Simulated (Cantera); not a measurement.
A Cantera script and its output.

```python
import numpy as np
import cantera as ct

gas = ct.Solution("h2o2.yaml")
gas.TPX = 423, 100000, {'H2': 1, 'O2': 0.2, 'N2': 0.752}
flame = ct.FreeFlame(gas, width=0.04)
flame.set_refine_criteria(ratio=3, slope=0.08, curve=0.16)
flame.transport_model = "mixture-averaged"
flame.solve(loglevel=0, auto=True)
z, T = flame.grid, flame.T
thick = (T[-1] - T[0]) / np.gradient(T, z).max()
show = ['H2', 'O2', 'HO2', 'H2O2', 'OH', 'H']
print(f"laminar burning velocity  {flame.velocity[0] * 100:.3f} cm/s")
print(f"burnt temperature         {T[-1]:.1f} K")
print(f"thermal thickness         {thick * 1e3:.4f} mm")
print(f"grid points               {len(z)}")
z0 = z[flame.heat_release_rate.argmax()]
print(f"{'z/mm':>9s}{'T/K':>9s}{'u/(m/s)':>9s}" + "".join(f"{s:>11s}" for s in show))
rows = []
for k in (-3, -2, -1.5, -1, -0.5, -0.25, 0, 0.25, 0.5, 1, 2, 4, 8):
    zz = z0 + k * thick
    rows.append([k * thick, np.interp(zz, z, T), np.interp(zz, z, flame.velocity),
                 *(np.interp(zz, z, flame.X[gas.species_index(s)]) for s in show)])
    print(f"{rows[-1][0] * 1e3:9.3f}{rows[-1][1]:9.1f}{rows[-1][2]:9.3f}" + "".join(f"{x:11.3e}" for x in rows[-1][3:]))
```

Output:

```
laminar burning velocity  462.392 cm/s
burnt temperature         1984.6 K
thermal thickness         0.4055 mm
grid points               128
     z/mm      T/K  u/(m/s)         H2         O2        HO2       H2O2         OH          H
   -1.217    423.0    4.624  5.123e-01  1.025e-01  6.530e-13  1.090e-14  5.150e-16  4.339e-16
   -0.811    423.0    4.624  5.123e-01  1.025e-01  5.025e-11  9.055e-13  3.164e-14  2.719e-14
   -0.608    423.0    4.624  5.123e-01  1.025e-01  1.583e-09  2.976e-11  7.504e-13  6.957e-13
   -0.406    423.2    4.625  5.122e-01  1.025e-01  2.237e-07  4.415e-09  8.717e-11  4.501e-10
   -0.203    458.0    4.965  5.070e-01  1.028e-01  2.601e-04  1.259e-05  5.275e-05  7.580e-05
   -0.101    729.5    7.688  4.745e-01  9.571e-02  1.962e-04  3.171e-05  5.756e-04  5.635e-03
    0.000   1107.4   11.368  4.023e-01  6.791e-02  7.575e-05  2.713e-06  9.785e-04  3.137e-02
    0.101   1367.6   13.958  3.297e-01  2.497e-02  2.523e-05  6.082e-07  1.739e-03  6.034e-02
    0.203   1487.2   15.143  3.030e-01  5.786e-03  5.618e-06  2.955e-07  1.695e-03  6.841e-02
    0.406   1587.8   16.081  3.014e-01  4.078e-04  3.760e-07  1.831e-07  1.710e-03  6.185e-02
    0.811   1684.8   16.947  3.097e-01  7.340e-05  7.578e-08  1.248e-07  1.725e-03  4.890e-02
    1.622   1777.1   17.752  3.185e-01  4.251e-05  4.657e-08  7.136e-08  1.556e-03  3.565e-02
    3.244   1854.9   18.417  3.261e-01  2.137e-05  2.575e-08  3.525e-08  1.236e-03  2.410e-02
```

Detailed kinetics in Cantera: the H2/O2 subset of GRI-Mech 3.0, which has no nitrogen chemistry. Burning velocities carry a grid error of a few per cent, more on coarse grids.
